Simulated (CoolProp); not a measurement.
Saturated liquid density (kg/m³) of cyclopentane: the reference equation beside estimates from Tc = 511.7 K, pc = 45.83 bar, ω = 0.202. Rackett uses Z = 0.29056 − 0.08775 ω.

Computed with CoolProp (reference Helmholtz-energy equation of state, Gedanitz 2015).

| T (K) | reference | Rackett | van der Waals | Redlich-Kwong | Soave-Redlich-Kwong |
|---|---|---|---|---|---|
| 282.2 | 756.0 | 777.8 | 480.5 | 710.8 | 723.6 |
| 301.3 | 737.3 | 758.4 | 469.2 | 691.5 | 706.1 |
| 320.5 | 717.8 | 738.0 | 457.1 | 670.7 | 687.0 |
| 339.6 | 697.6 | 716.9 | 444.4 | 648.5 | 666.3 |
| 358.8 | 676.2 | 694.6 | 430.7 | 624.3 | 643.4 |
| 377.9 | 653.7 | 671.1 | 416.1 | 598.3 | 618.5 |
| 397.1 | 629.6 | 645.9 | 400.3 | 569.8 | 590.6 |
| 416.2 | 603.7 | 618.7 | 382.9 | 538.6 | 559.6 |
| 435.4 | 575.0 | 588.6 | 363.6 | 503.7 | 524.2 |

Absolute difference from the reference over all 9 rows, mean and median: Rackett 2.7 and 2.7 %, van der Waals 36.4 and 36.4 %, Redlich-Kwong 8.3 and 7.7 %, Soave-Redlich-Kwong 5.5 and 4.9 %.
